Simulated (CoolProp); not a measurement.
Properties of CH3F (R41) at several states (Tc = 317.3 K, pc = 5.906 MPa, ω = 0.200).

Model: reference Helmholtz-energy equation of state, Lemmon 2006, in CoolProp. It is a short technical equation, of lower accuracy than the large ones.

```csv
T (K),p (MPa),phase,density (kg/m³),cp (kJ/(kg K)),fugacity coefficient
326.9,0.339,gas,4.334,…,0.9796
403.7,0.721,gas,7.472,…,0.9787
155,0.0502,liquid,…,…,…
```

Task: Complete the blanks.

Result: 
- 326.9, cp (kJ/(kg K)): 1.190
- 403.7, cp (kJ/(kg K)): 1.344
- 155, density (kg/m³): 959.6
- 155, cp (kJ/(kg K)): 2.069
- 155, fugacity coefficient: 0.1172
